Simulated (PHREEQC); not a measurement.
A solution holds 6.5 mmol/kgw MnSO4, at 25 °C. Closed to the air; pH follows from the charge balance.

The numbers come from PHREEQC with the ion-association model, phreeqc.dat.

```
Item                           Value
--------------------  --------------
pH                              6.58
ionic strength        0.0199 mol/kgw
specific conductance      1090 µS/cm
```

```json
[
 {"species": "Mn+2", "molality": "0.00498", "activity": "0.00296", "log γ": "-0.225"},
 {"species": "SO4-2", "molality": "0.00498", "activity": "0.00290", "log γ": "-0.235"},
 {"species": "MnSO4", "molality": "0.00152", "activity": "0.00153", "log γ": "0.002"},
 {"species": "MnOH+", "molality": "3.34e-7", "activity": "2.92e-7", "log γ": "-0.058"},
 {"species": "H+", "molality": "2.94e-7", "activity": "2.61e-7", "log γ": "-0.051"},
 {"species": "HSO4-", "molality": "8.46e-8", "activity": "7.37e-8", "log γ": "-0.060"},
 {"species": "OH-", "molality": "4.47e-8", "activity": "3.87e-8", "log γ": "-0.062"}
]
```

This is a speciation only: nothing precipitates in the calculation. Species that the database lacks are ignored.
